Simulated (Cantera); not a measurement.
An isothermal, constant-pressure homogeneous reactor starts with H2 : O2 : N2 = 0.48 : 1 : 1.5 (molar parts), equivalence ratio 0.24, at 1250 K and 0.120 bar.

Model: GRI-Mech 3.0 (53 species, 325 reactions), integrated in Cantera. The temperature is held fixed by assumption; the heat of reaction is taken as removed at once.

One state of this run: x H2 = 0.00189; x O2 = 0.274; x N2O = 3.85e-8; x O = 0.00495; x H2O2 = 1.60e-6; x H = 0.00258. x: mole fraction; the columns are a selection and need not sum to one.

**Question.** Which value of t (s) does it belong to?
A) 2.00e-6
B) 0.159
C) 0.00126
D) 1.00e-5

**Answer.** C, 0.00126
